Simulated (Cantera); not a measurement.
An isothermal, constant-pressure homogeneous reactor starts with H2 : O2 = 0.46 : 1 (molar parts), equivalence ratio 0.23, at 900 K and 2.10 Torr.

Model: the H2/O2 subset of GRI-Mech 3.0, which has no nitrogen chemistry, integrated in Cantera. Radical loss at walls, strong at low pressure, is not modelled. Below about 950 K walls govern HO2 and H2O2 in real vessels. The temperature is held fixed by assumption; the heat of reaction is taken as removed at once.

One state of this run: x H2 = 0.000136; x O2 = 0.626; x H = 3.81e-5; x OH = 0.000214; x H2O2 = 1.07e-7; x O = 0.000179. x: mole fraction; the columns are a selection and need not sum to one.

Problem. Which value of t (s) does it belong to?
A. 0.0971
B. 0.0144
C. 0.654
D. 4.41

Solution. C, 0.654
